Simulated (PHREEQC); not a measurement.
PHREEQC input (ion-association model, wateq4f.dat):

```
SOLUTION_MASTER_SPECIES
  An  An-  0  An  62.0  # stands for a non-complexing anion
SOLUTION_SPECIES
  An- = An-
    -log_k 0
    -gamma 3.0 0
PHASES
  Fix_H+
    H+ = H+
    -log_k 0
SOLUTION 1
  temp 25
  units mmol/kgw
  pH 7 charge
  Se(6) 0.16
  Na 300.32
  An 300
END
SELECTED_OUTPUT 1
  -reset false
  -pH true
  -pe true
  -ionic_strength true
  -water true
  -totals Na Se Se(-2) Se(4) Se(6)
  -molalities Hfo_wOH Hfo_wOH2+ Hfo_wO- Hfo_sOH Hfo_sOH2+ Hfo_sO- Hfo_wSeO4- Hfo_wOHSeO4-2
USER_PUNCH 1
  -headings sigma psi
  10 PUNCH EDL("sigma", "Hfo"), EDL("psi", "Hfo")
PRINT
  -reset false
USE solution 1
SURFACE 1
  Hfo_wOH 0.000426966 600 0.19
  Hfo_sOH 1.06742e-05
EQUILIBRIUM_PHASES 1
  Fix_H+ -3 HAn 10
    -force_equality true
  O2(g) -0.68 10
END
# ... the last block is repeated for the other 16 points of pH, with NaOH or the acid as the point needs
```

Selected output (columns that matter, 17 of 17 rows; pH added in front):

```
pH	mu	Na	Se	m_Hfo_wOH	m_Hfo_wOH2+	m_Hfo_wO-	m_Hfo_sOH	m_Hfo_sOH2+	m_Hfo_sO-	m_Hfo_wSeO4-	m_Hfo_wOHSeO4-2	sigma	psi
3	0.30182	0.30032	8.3581e-05	1.0276e-06	0.00034952	6.9207e-11	3.129e-08	1.0643e-05	2.1074e-12	7.5913e-05	5.0603e-07	0.23974	0.10402
3.38	0.30108	0.30032	8.3738e-05	2.4317e-06	0.00034827	3.8894e-10	7.4011e-08	1.06e-05	1.1838e-11	7.5073e-05	1.1885e-06	0.2382	0.10376
3.75	0.30077	0.30032	8.4587e-05	5.5533e-06	0.000346	2.0419e-09	1.6862e-07	1.0506e-05	6.1998e-11	7.2765e-05	2.6481e-06	0.23568	0.10326
4.12	0.30064	0.30032	8.6597e-05	1.2326e-05	0.00034123	1.02e-08	3.7213e-07	1.0302e-05	3.0795e-10	6.7846e-05	5.5571e-06	0.2307	0.10221
4.5	0.30058	0.30032	9.0745e-05	2.6446e-05	0.00033122	4.8373e-08	7.8915e-07	9.8836e-06	1.4435e-09	5.8639e-05	1.0616e-05	0.22107	0.10011
4.88	0.30056	0.30032	9.7942e-05	5.2005e-05	0.0003127	1.9813e-07	1.5212e-06	9.1472e-06	5.7957e-09	4.5064e-05	1.6993e-05	0.20534	0.096478
5.25	0.30054	0.30032	0.00010817	9.0378e-05	0.0002841	6.5865e-07	2.5716e-06	8.0838e-06	1.8741e-08	3.0111e-05	2.172e-05	0.18448	0.091254
5.62	0.30054	0.30032	0.00012079	0.00014036	0.00024556	1.8379e-06	3.8638e-06	6.7598e-06	5.0594e-08	1.7075e-05	2.2131e-05	0.16006	0.084421
6	0.30053	0.30032	0.00013434	0.00019669	0.00020019	4.427e-06	5.2316e-06	5.3248e-06	1.1775e-07	7.9491e-06	1.7709e-05	0.1334	0.075857
6.38	0.30053	0.30032	0.00014595	0.00024779	0.00015612	9.0093e-06	6.4054e-06	4.0359e-06	2.3289e-07	3.0543e-06	1.0992e-05	0.10655	0.065699
6.75	0.30052	0.30032	0.0001536	0.00028487	0.00012023	1.5463e-05	7.2302e-06	3.0515e-06	3.9245e-07	1.0039e-06	5.3934e-06	0.080952	0.054106
7.12	0.30051	0.30032	0.00015759	0.00030812	9.3061e-05	2.3371e-05	7.7469e-06	2.3398e-06	5.876e-07	2.8328e-07	2.1268e-06	0.056631	0.040815
7.5	0.3005	0.30032	0.00015924	0.00032105	7.2649e-05	3.2503e-05	8.0407e-06	1.8195e-06	8.1402e-07	6.918e-08	6.9321e-07	0.0336	0.025753
7.88	0.30049	0.30032	0.00015978	0.00032675	5.7325e-05	4.2668e-05	8.1731e-06	1.4339e-06	1.0672e-06	1.5836e-08	2.0467e-07	0.012357	0.0098127
8.25	0.30049	0.30033	0.00015994	0.00032742	4.5431e-05	5.4057e-05	8.1866e-06	1.1359e-06	1.3516e-06	3.6544e-09	5.9718e-08	-0.0075881	-0.0060487
8.62	0.3005	0.30036	0.00015998	0.00032373	3.5406e-05	6.7809e-05	8.0937e-06	8.852e-07	1.6953e-06	8.344e-10	1.7299e-08	-0.028143	-0.021822
9	0.30052	0.3004	0.00015999	0.00031479	2.65e-05	8.5666e-05	7.87e-06	6.6251e-07	2.1417e-06	1.832e-10	4.9346e-09	-0.051341	-0.037577
```

The oxide is taken as insoluble; below pH 4 it would dissolve.
